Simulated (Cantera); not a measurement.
## Gas-phase reforming

An isothermal, constant-pressure homogeneous reactor starts with CH4 : H2O = 1 : 5.5 (molar parts), at 1650 K and 1000000 Pa.

Detailed kinetics in Cantera: GRI-Mech 3.0 (53 species, 325 reactions).

```json
[
 {"t (s)": "2.00e-5", "x CH4": "0.153", "x H2O": "0.846", "x O2": "3.72e-12", "x CH3": "0.000173", "x H2": "0.000239"},
 {"t (s)": "8.50e-5", "x CH4": "0.152", "x H2O": "0.846", "x O2": "4.76e-11", "x CH3": "0.000240", "x H2": "0.00131"},
 {"t (s)": "0.000361", "x CH4": "0.144", "x H2O": "0.842", "x O2": "4.27e-10", "x CH3": "0.000282", "x H2": "0.00874"},
 {"t (s)": "0.00153", "x CH4": "0.121", "x H2O": "0.823", "x O2": "9.74e-10", "x CH3": "0.000209", "x H2": "0.0408"},
 {"t (s)": "0.00651", "x CH4": "0.0787", "x H2O": "0.781", "x O2": "3.10e-10", "x CH3": "0.000118", "x H2": "0.105"},
 {"t (s)": "0.0277", "x CH4": "0.0436", "x H2O": "0.713", "x O2": "1.21e-10", "x CH3": "5.90e-5", "x H2": "0.184"},
 {"t (s)": "0.117", "x CH4": "0.0345", "x H2O": "0.620", "x O2": "5.85e-11", "x CH3": "3.92e-5", "x H2": "0.266"},
 {"t (s)": "0.499", "x CH4": "0.0173", "x H2O": "0.538", "x O2": "3.25e-11", "x CH3": "1.72e-5", "x H2": "0.342"},
 {"t (s)": "2.12", "x CH4": "0.00210", "x H2O": "0.500", "x O2": "2.36e-11", "x CH3": "1.99e-6", "x H2": "0.382"},
 {"t (s)": "9.00", "x CH4": "1.89e-6", "x H2O": "0.496", "x O2": "2.30e-11", "x CH3": "1.78e-9", "x H2": "0.387"}
]
```
x: mole fraction; the columns are a selection and need not sum to one.

Equilibrium at this temperature and pressure: CH4 8.19e-7, H2O 0.496, O2 2.30e-11, CH3 7.74e-10, H2 0.387 (gas phase only).
